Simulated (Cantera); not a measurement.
Input: 1 mol SiCl4, 1.5 mol HCl, 0.25 mol H2, at 1000 K and 180000 Pa.

Cantera equilibrium calculation (NASA polynomials, part measured and part estimated; ideal gas, pure solids and liquids). Candidate condensed phases: Si; 19 gas species. The tables' values for SiCl3 are old estimates; treat these amounts as uncertain. The numbers say what is thermodynamically allowed, not how fast it happens.

Base state: HCl 0.546, SiCl4 0.363, H2 0.0905, SiHCl3 0.000424, SiCl3 1.83e-5 (mole fractions); condensed: gas only.

Problem. What changes in the equilibrium state with this change: H2 from 0.25 to 1.2 mol?

Solution. 
```tsv
species	before	after
HCl	0.546	0.407
H2	0.0905	0.323
SiCl4	0.363	0.269
SiHCl3	0.000424	0.00150
SiCl3	1.83e-5	3.43e-5
```
